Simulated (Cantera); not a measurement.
A Cantera script and its output.

```python
import numpy as np
import cantera as ct

surf = ct.Interface("ptcombust.yaml", "Pt_surf")
gas = surf.adjacent["gas"]
gas.TPX = 300, 14000, {'H2': 0.025, 'O2': 0.07, 'N2': 0.79}
jet = ct.ImpingingJet(gas=gas, width=0.027, surface=surf)
jet.inlet.mdot, jet.inlet.T, jet.inlet.X = 0.023, 300, {'H2': 0.025, 'O2': 0.07, 'N2': 0.79}
jet.set_refine_criteria(ratio=10, slope=0.2, curve=0.3)
show, cover = ['H2', 'O2', 'H2O', 'OH'], ["PT(S)", "H(S)", "O(S)", "OH(S)", "CO(S)", "C(S)"]

rows = []
print(f"{'Ts/K':>7s}" + "".join(f"{s:>11s}" for s in show + cover) + "   (gas at the wall, coverages)")
for i, Ts in enumerate([700, 750, 800, 850, 900, 950, 1000, 1050]):
    jet.surface.T = Ts
    if i == 0:
        surf.TP = Ts, 14000
        surf.coverages = "PT(S):0.5, O(S):0.5"
        surf.advance_coverages(1.0)
        jet.set_initial_guess(products="inlet")
    jet.solve(loglevel=0, auto=(i == 0))
    rows.append([*(jet.X[gas.species_index(s), -1] for s in show), *surf[cover].coverages])
    print(f"{Ts:7g}" + "".join(f"{x:11.3e}" for x in rows[-1]))
```

Result:

```
   Ts/K         H2         O2        H2O         OH      PT(S)       H(S)       O(S)      OH(S)      CO(S)       C(S)   (gas at the wall, coverages)
    700  1.567e-03  5.143e-02  4.990e-02  1.196e-10  6.129e-02  4.891e-09  9.348e-01  3.932e-03  2.946e-28  6.839e-34
    750  1.314e-03  5.126e-02  5.006e-02  7.355e-10  7.686e-02  1.052e-08  9.200e-01  3.176e-03  4.027e-19  1.624e-24
    800  9.743e-04  5.098e-02  5.044e-02  3.247e-09  1.100e-01  2.701e-08  8.872e-01  2.815e-03  1.780e-22  3.289e-25
    850  7.055e-04  5.078e-02  5.069e-02  1.174e-08  1.591e-01  6.895e-08  8.383e-01  2.563e-03  3.879e-23  1.074e-25
    900  5.345e-04  5.067e-02  5.079e-02  3.659e-08  2.183e-01  1.583e-07  7.793e-01  2.312e-03 -9.321e-21  1.963e-24
    950  4.279e-04  5.061e-02  5.079e-02  1.005e-07  2.834e-01  3.261e-07  7.145e-01  2.058e-03  2.291e-19  1.621e-26
   1000  3.582e-04  5.060e-02  5.074e-02  2.498e-07  3.508e-01  6.115e-07  6.474e-01  1.813e-03  7.819e-14  1.432e-20
   1050  3.100e-04  5.073e-02  5.052e-02  5.745e-07  4.181e-01  1.062e-06  5.803e-01  1.582e-03 -3.008e-19 -6.317e-26
```

Computed with Cantera and Deutschmann's 1995 Pt surface mechanism with GRI-Mech 3.0 gas chemistry. Catalytic surfaces can have several steady states; this one follows from the mechanism file's or the stated starting coverage.
